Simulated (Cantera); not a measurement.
**Equilibrium for carbothermic reduction: Ta2O5 + CO + CH4**

A closed system holds: 1 mol Ta2O5, 0.92 mol CO, 0.78 mol CH4, at 1052 °C and 65.0 Pa.

Cantera equilibrium calculation (NASA polynomials, part measured and part estimated; ideal gas, pure solids and liquids). Candidate condensed phases: C, C6H6, C7H8, C8H18, H2O, Ta, TaC, Ta2O5; 113 gas species. Mutual solubility and eutectic melting of coexisting phases are not modelled. TaC: taken at fixed stoichiometry. Condensed phases not in the tables: Ta2C. Kinetics and transport are ignored.

```
Quantity                                    Value
--------------------------------------  ---------
x(H2)                                       0.513
x(CO)                                       0.486
x(H2O)                                   0.000202
x(CO2)                                   0.000103
x(H)                                      4.60e-5
n(TaC(s))                               0.223 mol
n(Ta2O5(s))                             0.888 mol
gas amount                              3.037 mol
log10 activity of C(graphite) (absent)      -2.24
log10 activity of Ta(s) (absent)            -3.30
```
